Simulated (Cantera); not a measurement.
Charge: 1 mol Si2H6, 0.0034 mol Cl2, 130 mol N2, at 1375 K and 1330 Pa.

Method: chemical equilibrium by Gibbs-energy minimisation in Cantera with the NASA 1993 tables (ideal gas, pure condensed phases). Candidate condensed phases: NH4Cl, Si, Si3N4; 28 gas species. The feed counts by its element totals alone. N2 is the only nitrogen source here; it is nearly inert below about 1500 K, so the nitride shown seldom forms there in practice. The numbers say what is thermodynamically allowed, not how fast it happens.

Base state: N2 0.977, H2 0.0228, HCl 5.16e-5 (mole fractions); condensed: Si3N4(s).

Problem. What changes in the equilibrium state with this change: Si2H6 replaced by SiH4?

Solution. 
| species | before | after |
|---|---|---|
| N2 | 0.977 | 0.985 |
| H2 | 0.0228 | 0.0152 |
| HCl | 5.16e-5 | 5.18e-5 |
| Si3N4(s), mol | 0.667 | 0.333 |
